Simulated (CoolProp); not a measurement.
Vapour-liquid equilibrium of R125 (1) + R236FA (2) at -53.85 °C; x and y are mole fractions of (1).

Values from CoolProp's multi-fluid Helmholtz-energy mixture model, Lemmon 2005 and Pan 2012; pair parameters Bell 2016.

```tsv
x	bubble pressure (bar)	y at the bubble point	dew pressure at overall composition x (bar)	liquid density (mol/L)
0.05	0.09549	0.409	0.06205	10.62
0.15	0.1669	0.695	0.06875	10.83
0.25	0.2371	0.809	0.07708	11.04
0.35	0.3064	0.870	0.08770	11.25
0.45	0.3751	0.909	0.1017	11.47
0.55	0.4437	0.937	0.1210	11.70
0.65	0.5123	0.957	0.1493	11.93
0.75	0.5813	0.972	0.1948	12.17
0.85	0.6509	0.985	0.2793	12.41
0.95	0.7213	0.995	0.4876	12.66
```

No azeotrope shows between x = 0.05 and 0.95.

Pair parameters are fitted to limited data, so mixtures are less certain than the pure fluids.
